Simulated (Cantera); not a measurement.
An adiabatic, constant-volume homogeneous reactor starts with CH4 : CO : O2 : N2 : H2O = 1 : 0.18 : 4.1 : 15.4 : 3.4 (molar parts), equivalence ratio 0.51, at 1373 K and 500000 Pa. Integrator tolerance rtol = 1e-08.

Model: GRI-Mech 3.0 (53 species, 325 reactions), integrated in Cantera.

| quantity | before | after |
|---|---|---|
| time of steepest temperature rise | 1.14 ms | 1.19 ms |
| temperature at 0.300 s | 2395 K | 2219 K |
| equilibrium temperature | 2395 K | 2219 K |
| x(CH4) at 0.300 s | <1e-12 (gas-phase equilibrium <1e-12) | <1e-12 (gas-phase equilibrium <1e-12) |
| x(CO) at 0.300 s | 0.00120 (gas-phase equilibrium 0.00120) | 0.000532 (gas-phase equilibrium 0.000531) |
| x(O2) at 0.300 s | 0.0773 (gas-phase equilibrium 0.0773) | 0.0793 (gas-phase equilibrium 0.0792) |
| x(C2H4) at 0.300 s | <1e-12 (gas-phase equilibrium <1e-12) | <1e-12 (gas-phase equilibrium <1e-12) |
| x(NO) at 0.300 s | 0.0104 (gas-phase equilibrium 0.0104) | 0.00715 (gas-phase equilibrium 0.00730) |
| x(OH) at 0.300 s | 0.00691 (gas-phase equilibrium 0.00691) | 0.00421 (gas-phase equilibrium 0.00420) |

### Question
Which change was made?
A. N2 15.4 to 28 parts
B. constant pressure in place of constant volume
C. pressure from 500000 Pa to 820000 Pa
D. pressure from 500000 Pa to 42000 Pa

### Answer
B, constant pressure in place of constant volume
